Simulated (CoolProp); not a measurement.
Vapour-liquid equilibrium of dimethyl ether (1) + R236FA (2) at 74.65 °C; x and y are mole fractions of (1).

Values from CoolProp's multi-fluid Helmholtz-energy mixture model, Wu 2011 and Pan 2012; pair parameters Bell 2016.

| x | bubble pressure (kPa) | y at the bubble point | dew pressure at overall composition x (kPa) | liquid density (mol/L) |
|---|---|---|---|---|
| 0.05 | 1102 | (withheld) | 1102 | 7.840 |
| 0.125 | (withheld) | 0.135 | 1110 | 8.141 |
| 0.2 | (withheld) | 0.223 | 1121 | 8.453 |
| 0.275 | 1149 | 0.314 | 1138 | 8.775 |
| 0.35 | 1181 | 0.409 | 1160 | 9.107 |
| 0.425 | 1226 | (withheld) | 1188 | 9.450 |
| 0.5 | 1283 | (withheld) | 1224 | 9.803 |
| 0.575 | 1354 | 0.681 | 1269 | 10.17 |
| 0.65 | 1439 | 0.760 | 1326 | (withheld) |
| 0.725 | 1539 | 0.830 | 1398 | 10.92 |
| 0.8 | 1652 | 0.890 | 1492 | (withheld) |
| 0.875 | 1775 | 0.939 | 1621 | 11.69 |
| 0.95 | 1906 | 0.978 | 1809 | 12.08 |

**Question.** Fill in the missing entries.

**Answer.** 
- 0.05, y at the bubble point: 0.052
- 0.125, bubble pressure (kPa): 1111
- 0.2, bubble pressure (kPa): 1126
- 0.425, y at the bubble point: 0.503
- 0.5, y at the bubble point: 0.595
- 0.65, liquid density (mol/L): 10.54
- 0.8, liquid density (mol/L): 11.30

No azeotrope shows between x = 0.05 and 0.95.

The pair parameters rest on a limited set of measurements; away from them the model extrapolates.
